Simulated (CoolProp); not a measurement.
Aqueous potassium acetate as a coolant, 44 % by mass, freezing at -50.2 °C, 1 atm.

Model: Melinder's fits for secondary coolants, in CoolProp.

```csv
T (°C),density (kg/m³),conductivity (W/(m K)),viscosity (mPa s),cp (kJ/(kg K))
-4.7,1251,0.434,9.74,2.793
-1,1249,0.437,8.31,2.802
2.7,1247,0.441,7.17,2.812
6.4,1246,0.445,6.25,2.821
10.1,1244,0.449,5.50,2.831
13.8,1242,0.452,4.89,2.840
17.5,1240,0.456,4.37,2.850
21.2,1238,0.460,3.94,2.859
24.9,1237,0.464,3.57,2.868
28.5,1235,0.467,3.25,2.878
32.2,1233,0.471,2.97,2.887
```
